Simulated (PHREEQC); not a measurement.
## Hard or scaling water

A solution holds 3.2 mmol/kgw CaSO4, 33 mmol/kgw Na2HPO4 and 170 mmol/kgw KCl, at 25 °C and 500 atm. Closed to the air; pH follows from the charge balance.

Computed with PHREEQC (ion-association model, phreeqc.dat).

Each row changes one thing in this solution. No solid was allowed to form.

```json
[
 {"case": "as made", "pH": "8.18", "ionic strength (mol/kgw)": "0.267", "HPO4-2 (mol/kgw)": "0.0281", "KHPO4- (mol/kgw)": "0.00170", "H2PO4- (mol/kgw)": "0.000700", "NaHPO4- (mol/kgw)": "0.000432", "SI of Sylvite (KCl)": "-2.83", "SI of Halite (NaCl)": "-3.88"},
 {"case": "temperature from 25 to 50 °C", "pH": "8.04", "ionic strength (mol/kgw)": "0.266", "HPO4-2 (mol/kgw)": "0.0278", "KHPO4- (mol/kgw)": "0.00167", "H2PO4- (mol/kgw)": "0.000850", "NaHPO4- (mol/kgw)": "0.000389", "SI of Sylvite (KCl)": "-2.95", "SI of Halite (NaCl)": "-3.90"},
 {"case": "diluted 5-fold with water", "pH": "8.37", "ionic strength (mol/kgw)": "0.0544", "HPO4-2 (mol/kgw)": "0.00597", "KHPO4- (mol/kgw)": "0.000123", "H2PO4- (mol/kgw)": "0.000139", "NaHPO4- (mol/kgw)": "4.02e-5", "SI of Sylvite (KCl)": "-4.09", "SI of Halite (NaCl)": "-5.17"},
 {"case": "temperature from 25 to 55 °C", "pH": "8.01", "ionic strength (mol/kgw)": "0.266", "HPO4-2 (mol/kgw)": "0.0278", "KHPO4- (mol/kgw)": "0.00166", "H2PO4- (mol/kgw)": "0.000878", "NaHPO4- (mol/kgw)": "0.000380", "SI of Sylvite (KCl)": "-2.97", "SI of Halite (NaCl)": "-3.90"},
 {"case": "CaSO4 left out", "pH": "8.91", "ionic strength (mol/kgw)": "0.265", "HPO4-2 (mol/kgw)": "0.0304", "KHPO4- (mol/kgw)": "0.00185", "H2PO4- (mol/kgw)": "0.000141", "NaHPO4- (mol/kgw)": "0.000472", "SI of Sylvite (KCl)": "-2.83", "SI of Halite (NaCl)": "-3.88"},
 {"case": "temperature from 25 to 10 °C", "pH": "8.28", "ionic strength (mol/kgw)": "0.268", "HPO4-2 (mol/kgw)": "0.0284", "KHPO4- (mol/kgw)": "0.00168", "H2PO4- (mol/kgw)": "0.000604", "NaHPO4- (mol/kgw)": "0.000454", "SI of Sylvite (KCl)": "-2.75", "SI of Halite (NaCl)": "-3.88"}
]
```

Some of these states are supersaturated (in Hydroxyapatite, for instance). Under pressure, the constants of complexes without a molar volume in the database are unreliable. Constants without temperature data keep their 25 °C values here.
